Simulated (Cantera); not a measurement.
Input: 1 mol MgO, 67 mol HCl, 3.2 mol H2, held at 925 K and 13.3 mbar.

These are equilibrium values from Cantera (NASA tables, ideal gas, pure condensed phases), not measurements of a reactor. Candidate condensed phases: H2O, Mg, MgCl2, MgO, Mg(OH)2; 22 gas species. Condensed phases not in the tables: MgOHCl. Kinetics and transport are ignored.

Base state: HCl 0.950, H2 0.0456, H2O 0.00268, MgCl2 0.00152 (mole fractions); condensed: MgCl2(s) + MgO(s).

Q: What changes in the equilibrium state with this change: temperature from 925 K to 1248.15 K?

A: 
```json
[
 {"species": "HCl", "before": "0.950", "after": "0.926"},
 {"species": "H2", "before": "0.0456", "after": "0.0456"},
 {"species": "MgCl2", "before": "0.00152", "after": "0.0142"},
 {"species": "H2O", "before": "0.00268", "after": "0.0142"},
 {"species": "Cl", "before": "9.66e-9", "after": "1.50e-5"},
 {"species": "MgCl2(s), mol", "before": "0.0807", "after": "0"},
 {"species": "MgO(s), mol", "before": "0.812", "after": "0"}
]
```
